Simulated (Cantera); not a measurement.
Premixed flame

A freely propagating, adiabatic, planar premixed flame of H₂ : O₂ : N₂ : H₂O = 1 : 0.25 : 0.85 : 0.073 (molar parts), unburnt at 698 K and 0.340 bar; multicomponent transport, grid criteria slope 0.08 and curve 0.16, no radiation.

Detailed kinetics in Cantera: the H2/O2 subset of GRI-Mech 3.0, which has no nitrogen chemistry. Burning velocities carry a grid error of a few per cent, more on coarse grids.

```json
[
 {"z (mm)": "-5.78", "T (K)": "698", "u (m/s)": "10.7", "x H₂": "0.460", "x O₂": "0.115", "x H₂O": "0.0336", "x H₂O₂": "<1e-8", "x OH": "<1e-8", "x O": "<1e-8"},
 {"z (mm)": "-3.85", "T (K)": "698", "u (m/s)": "10.7", "x H₂": "0.460", "x O₂": "0.115", "x H₂O": "0.0336", "x H₂O₂": "<1e-8", "x OH": "<1e-8", "x O": "<1e-8"},
 {"z (mm)": "-2.89", "T (K)": "698", "u (m/s)": "10.7", "x H₂": "0.460", "x O₂": "0.115", "x H₂O": "0.0336", "x H₂O₂": "<1e-8", "x OH": "<1e-8", "x O": "<1e-8"},
 {"z (mm)": "-1.93", "T (K)": "698", "u (m/s)": "10.7", "x H₂": "0.460", "x O₂": "0.115", "x H₂O": "0.0336", "x H₂O₂": "<1e-8", "x OH": "<1e-8", "x O": "1.02e-8"},
 {"z (mm)": "-0.963", "T (K)": "708", "u (m/s)": "10.8", "x H₂": "0.459", "x O₂": "0.115", "x H₂O": "0.0342", "x H₂O₂": "5.09e-7", "x OH": "2.81e-5", "x O": "1.16e-5"},
 {"z (mm)": "-0.481", "T (K)": "829", "u (m/s)": "12.6", "x H₂": "0.438", "x O₂": "0.110", "x H₂O": "0.0462", "x H₂O₂": "8.40e-7", "x OH": "0.000317", "x O": "0.000327"},
 {"z (mm)": "0", "T (K)": "1188", "u (m/s)": "17.5", "x H₂": "0.310", "x O₂": "0.0653", "x H₂O": "0.140", "x H₂O₂": "7.24e-7", "x OH": "0.00248", "x O": "0.00437"},
 {"z (mm)": "0.481", "T (K)": "1448", "u (m/s)": "21.1", "x H₂": "0.200", "x O₂": "0.00990", "x H₂O": "0.249", "x H₂O₂": "5.44e-7", "x OH": "0.00484", "x O": "0.00417"},
 {"z (mm)": "0.963", "T (K)": "1552", "u (m/s)": "22.4", "x H₂": "0.192", "x O₂": "0.00246", "x H₂O": "0.265", "x H₂O₂": "4.23e-7", "x OH": "0.00563", "x O": "0.00308"},
 {"z (mm)": "1.93", "T (K)": "1663", "u (m/s)": "23.8", "x H₂": "0.200", "x O₂": "0.00167", "x H₂O": "0.269", "x H₂O₂": "3.08e-7", "x OH": "0.00651", "x O": "0.00275"},
 {"z (mm)": "3.85", "T (K)": "1790", "u (m/s)": "25.4", "x H₂": "0.211", "x O₂": "0.00130", "x H₂O": "0.272", "x H₂O₂": "1.88e-7", "x OH": "0.00715", "x O": "0.00227"},
 {"z (mm)": "7.70", "T (K)": "1921", "u (m/s)": "27.0", "x H₂": "0.221", "x O₂": "0.000903", "x H₂O": "0.276", "x H₂O₂": "1.02e-7", "x OH": "0.00723", "x O": "0.00166"},
 {"z (mm)": "15.4", "T (K)": "2045", "u (m/s)": "28.4", "x H₂": "0.231", "x O₂": "0.000550", "x H₂O": "0.281", "x H₂O₂": "5.38e-8", "x OH": "0.00662", "x O": "0.00105"}
]
```
x: mole fraction of selected species; z is measured from the peak of heat release.

- laminar burning velocity = 1070 cm/s
- thermal thickness = 1.93 mm
- peak x(H₂O₂) = 9.26e-7
- peak x(OH) = 0.00729
- peak x(O) = 0.00540
- grid points = 128
